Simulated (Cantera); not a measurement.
Input: 1 mol Al₂O₃, 0.54 mol H₂, held at 1330 Pa.

These are equilibrium values from Cantera (NASA tables, ideal gas, pure condensed phases), not measurements of a reactor. Candidate condensed phases: Al, Al₂O₃, H₂O; 19 gas species. The tables' values for AlOH are old estimates; treat these amounts as uncertain. The numbers say what is thermodynamically allowed, not how fast it happens.

x: gas mole fraction; n: condensed amount in mol.

```csv
T (°C),x H₂,x H,x H₂O,x Al,x Al₂O,x AlOH,n Al₂O₃(s)
750,1.00,3.59e-8,1.22e-11,2.59e-12,<1e-12,<1e-12,1.00
850,1.00,3.69e-7,2.74e-10,9.12e-11,<1e-12,1.21e-12,1.00
950,1.000,2.60e-6,3.86e-9,1.66e-9,2.60e-11,2.97e-11,1.00
1050,1.000,1.37e-5,3.73e-8,1.85e-8,5.03e-10,4.37e-10,1.00
1150,1.000,5.75e-5,2.66e-7,1.41e-7,6.06e-9,4.32e-9,1.00
1250,1.000,(withheld),(withheld),(withheld),(withheld),3.11e-8,1.00
1350,0.999,0.000598,6.67e-6,3.64e-6,3.18e-7,1.74e-7,1.000
1450,0.998,0.00158,2.53e-5,1.36e-5,1.57e-6,7.85e-7,1.000
1550,0.996,0.00374,8.31e-5,4.37e-5,6.41e-6,2.98e-6,1.000
1650,0.991,(withheld),(withheld),(withheld),(withheld),9.78e-6,1.000
1750,0.983,0.0163,0.000626,0.000310,6.69e-5,2.83e-5,1.000
1850,0.967,0.0306,0.00148,0.000707,0.000179,7.31e-5,1.000
```

Question: What belongs in the gaps?

Answer: 
- 1650, x H: 0.00812
- 1650, x H₂O: 0.000241
- 1650, x Al: 0.000123
- 1650, x Al₂O: 2.22e-5
- 1250, x H: 0.000200
- 1250, x H₂O: 1.48e-6
- 1250, x Al: 8.05e-7
- 1250, x Al₂O: 5.08e-8
